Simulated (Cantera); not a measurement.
Charge: 1 mol Si₃N₄, 0.24 mol CO₂, 200 mol H₂, 0.11 mol O₂, equilibrated at 2098 K and 0.130 bar.

These are equilibrium values from Cantera (NASA tables, ideal gas, pure condensed phases), not measurements of a reactor. Candidate condensed phases: C, C₆H₆, C₇H₈, C₈H₁₈, H₂O, Si, SiC, SiO₂, Si₂N₂O, Si₃N₄; 151 gas species. Gases not in the tables: Si₂H₆ and higher silanes. The numbers say what is thermodynamically allowed, not how fast it happens.

Question: What is the equilibrium state?

Answer: 
| Quantity | Value |
|---|---|
| x(H₂) | 0.977 |
| x(N₂) | 0.00974 |
| x(H) | 0.00844 |
| x(SiO) | 0.00244 |
| x(Si) | 0.00100 |
| x(CO) | 0.000996 |
| x(SiH) | 0.000195 |
| x(SiH₂) | 0.000176 |
| x(HCN) | 0.000127 |
| n(Si(l)) | 2.20 mol |
| gas amount | 203.8 mol |
| log10 activity of C(graphite) (absent) | -1.21 |
